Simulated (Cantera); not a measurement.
# Si₃N₄ + H₂ (sublimation and decomposition of ceramics)

Feed: 1 mol Si₃N₄, 0.31 mol H₂, held at 1475 K.

Method: chemical equilibrium by Gibbs-energy minimisation in Cantera with the NASA 1993 tables (ideal gas, pure condensed phases). Candidate condensed phases: Si, Si₃N₄; 18 gas species. Mutual solubility and eutectic melting of coexisting phases are not modelled. Kinetics and transport are ignored.

At 0.00750 Torr the condensed part is Si(s). From 0.0540 Torr to 20.3 Torr the condensed part is Si(s) + Si₃N₄(s). From 143 Torr to 7500 Torr the condensed part is Si₃N₄(s). The main Si-bearing gas is Si at 0.00750 Torr and SiH₄ at 7500 Torr.

```json
[
 {"P (Pa)": "1", "log p H₂": "-5.88", "log p N₂": "-5.06", "log p H": "-7.82", "log p Si": "-8.24", "log p SiH₄": "<-17", "log p Si₂N": "-10.45", "n Si(s)": "3.00", "n Si₃N₄(s)": "0"},
 {"P (Pa)": "7.20", "log p H₂": "-4.36", "log p N₂": "-4.54", "log p H": "-7.07", "log p Si": "-8.24", "log p SiH₄": "-14.73", "log p Si₂N": "-10.19", "n Si(s)": "0.309", "n Si₃N₄(s)": "0.897"},
 {"P (Pa)": "52", "log p H₂": "-3.31", "log p N₂": "-4.54", "log p H": "-6.54", "log p Si": "-8.24", "log p SiH₄": "-12.62", "log p Si₂N": "-10.19", "n Si(s)": "0.0272", "n Si₃N₄(s)": "0.991"},
 {"P (Pa)": "370", "log p H₂": "-2.44", "log p N₂": "-4.54", "log p H": "-6.10", "log p Si": "-8.24", "log p SiH₄": "-10.87", "log p Si₂N": "-10.19", "n Si(s)": "0.00364", "n Si₃N₄(s)": "0.999"},
 {"P (Pa)": "2700", "log p H₂": "-1.57", "log p N₂": "-4.54", "log p H": "-5.67", "log p Si": "-8.24", "log p SiH₄": "-9.14", "log p Si₂N": "-10.19", "n Si(s)": "0.000495", "n Si₃N₄(s)": "1.000"},
 {"P (Pa)": "19000", "log p H₂": "-0.72", "log p N₂": "-4.54", "log p H": "-5.25", "log p Si": "-8.24", "log p SiH₄": "-7.44", "log p Si₂N": "-10.19", "n Si(s)": "0", "n Si₃N₄(s)": "1.000"},
 {"P (Pa)": "140000", "log p H₂": "0.15", "log p N₂": "-4.54", "log p H": "-4.81", "log p Si": "-8.24", "log p SiH₄": "-5.71", "log p Si₂N": "-10.19", "n Si(s)": "0", "n Si₃N₄(s)": "1.000"},
 {"P (Pa)": "1000000", "log p H₂": "1.00", "log p N₂": "-4.33", "log p H": "-4.39", "log p Si": "-8.38", "log p SiH₄": "-4.14", "log p Si₂N": "-10.37", "n Si(s)": "0", "n Si₃N₄(s)": "1.000"}
]
```
log p: log10 of the partial pressure in bar; n: condensed amount in mol.
